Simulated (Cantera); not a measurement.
Input: 1 mol Ti(OiPr)4, 3.3 mol CH4, 6.1 mol H2, held at 1152 °C and 1.43 Torr.

These are equilibrium values from Cantera (NASA tables, ideal gas, pure condensed phases), not measurements of a reactor. Candidate condensed phases: C, C6H6, C7H8, C8H18, H2O, Ti, TiC, TiO, TiO2, Ti2O3, Ti3O5, Ti4O7; 113 gas species. The feed counts by its element totals alone. TiC: taken at fixed stoichiometry. Rates play no part.

Base state: H2 0.870, CO 0.130, H 0.000146 (mole fractions); condensed: C(graphite) + TiC(s).

### Question
What changes in the equilibrium state with this change: temperature from 1152 °C to 1675 °C?

### Answer
```tsv
species	before	after
H2	0.870	0.847
CO	0.130	0.129
H	0.000146	0.0239
C2H2 (acetylene)	3.07e-6	0.000457
C(graphite), mol	10.3	10.3
TiC(s), mol	1.00	1.000
```

### Question
What changes in the equilibrium state with this change: temperature from 1152 °C to 1677 °C?

### Answer
| species | before | after |
|---|---|---|
| H2 | 0.870 | 0.847 |
| CO | 0.130 | 0.129 |
| H | 0.000146 | 0.0242 |
| C2H2 (acetylene) | 3.07e-6 | 0.000463 |
| C(graphite), mol | 10.3 | 10.3 |
| TiC(s), mol | 1.00 | 1.000 |
